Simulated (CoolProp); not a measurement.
A single-stage vapour-compression cycle with the fluid: evaporating at 292.15 K (dew point), condensing at 330.15 K (bubble point), superheat 10 K, subcooling 0 K, compressor efficiency 0.85, no pressure losses. The same conditions are run with several fluids, on thermodynamics alone (safety and materials aside).

Computed with CoolProp (reference Helmholtz-energy equation of state of each fluid (propane: Lemmon 2009; cyclopropane: Polt 1992; n-perfluorobutane: Gao 2022; R113: Marx 1992; sulfur dioxide: Gao 2016; R227EA: Lemmon 2016)). The equations of Platzer and Polt are older, rougher fits.

### Question
Rank propane, cyclopropane, n-perfluorobutane, R113, sulfur dioxide, R227EA by cooling COP, highest first.

### Answer
R113 (5.70), sulfur dioxide (5.56), cyclopropane (5.44), propane (4.97), R227EA (4.79), n-perfluorobutane (4.50)

| fluid | pressure ratio | discharge temperature (K) | refrigerating effect (kJ/kg) | volumetric capacity (kJ/m³) |
|---|---|---|---|---|
| propane | 2.44 | 345.8 | 256 | 4250 |
| cyclopropane | 2.57 | 355.2 | 337 | 3860 |
| n-perfluorobutane | 3.04 | 330.1 | 54.6 | 1230 |
| R113 | 3.89 | 337.0 | 124 | 332 |
| sulfur dioxide | 3.19 | 395.1 | 316 | 2710 |
| R227EA | 2.90 | 332.6 | 76.9 | 2190 |

The compression ends wet for: n-perfluorobutane.
